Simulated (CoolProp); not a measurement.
Properties of hexamethyldisiloxane (MM) along the isotherm 283.9 K (Tc = 518.7 K, pc = 19.31 bar, ω = 0.418).

The numbers come from the reference Helmholtz-energy equation of state, Thol 2016 in CoolProp.

```
p (bar)   phase  cp (kJ/(kg K))  cv (kJ/(kg K))  isothermal compressibility (1/MPa)
-------  ------  --------------  --------------  ----------------------------------
0.805    liquid           1.864           1.509                            0.001861
1.61     liquid           1.863           1.509                          (withheld)
2.41     liquid           1.863           1.509                            0.001855
3.22     liquid           1.863           1.509                            0.001851
4.02     liquid           1.863           1.509                          (withheld)
4.83     liquid           1.863           1.509                            0.001845
5.63     liquid           1.863           1.509                          (withheld)
6.44     liquid           1.863           1.509                            0.001838
7.24     liquid           1.863           1.509                          (withheld)
8.05     liquid           1.862           1.509                            0.001832
8.85     liquid           1.862           1.509                            0.001829
9.66     liquid           1.862           1.509                            0.001825
```

Some entries are withheld; supply them.


- 1.61, isothermal compressibility (1/MPa): 0.001858
- 4.02, isothermal compressibility (1/MPa): 0.001848
- 5.63, isothermal compressibility (1/MPa): 0.001841
- 7.24, isothermal compressibility (1/MPa): 0.001835
